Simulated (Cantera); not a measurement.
Charge: 1 mol Al₂O₃, 0.34 mol H₂, held at 1850 K and 160 Pa.

Cantera equilibrium calculation (NASA polynomials, part measured and part estimated; ideal gas, pure solids and liquids). Candidate condensed phases: Al, Al₂O₃, H₂O; 19 gas species. Rates play no part.

Task: What is the equilibrium state?

Result: 
```
Quantity                               Value
--------------------------------  ----------
x(H₂)                                  0.986
x(H)                                  0.0134
x(H₂O)                              0.000251
x(Al)                               0.000143
x(Al₂O)                              1.48e-5
x(AlOH)                              7.96e-6
x(AlH)                               2.27e-6
n(Al₂O₃(s))                        1.000 mol
gas amount                        0.3423 mol
log10 activity of Al(l) (absent)       -3.78
```
